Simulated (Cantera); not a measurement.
An adiabatic, constant-volume homogeneous reactor starts with CH4 : C2H6 : O2 : N2 = 1 : 0.11 : 1.4 : 13.9 (molar parts), at 1725 K and 1.00 bar. Integrator tolerance rtol = 1e-08.

Detailed kinetics in Cantera: GRI-Mech 3.0 (53 species, 325 reactions).

Question: What does this change do: constant pressure in place of constant volume?

Answer: 
```csv
quantity,before,after
time of steepest temperature rise,0.113 ms,0.129 ms
temperature at 0.500 s,2551 K,2374 K
equilibrium temperature,2551 K,2374 K
x(CH4) at 0.500 s,<1e-12 (gas-phase equilibrium <1e-12),<1e-12 (gas-phase equilibrium <1e-12)
x(C2H6) at 0.500 s,<1e-12 (gas-phase equilibrium <1e-12),<1e-12 (gas-phase equilibrium <1e-12)
x(O2) at 0.500 s,7.12e-5 (gas-phase equilibrium 7.12e-5),1.89e-5 (gas-phase equilibrium 1.89e-5)
x(CO) at 0.500 s,0.0571 (gas-phase equilibrium 0.0571),0.0564 (gas-phase equilibrium 0.0564)
x(C2H4) at 0.500 s,<1e-12 (gas-phase equilibrium <1e-12),<1e-12 (gas-phase equilibrium <1e-12)
```
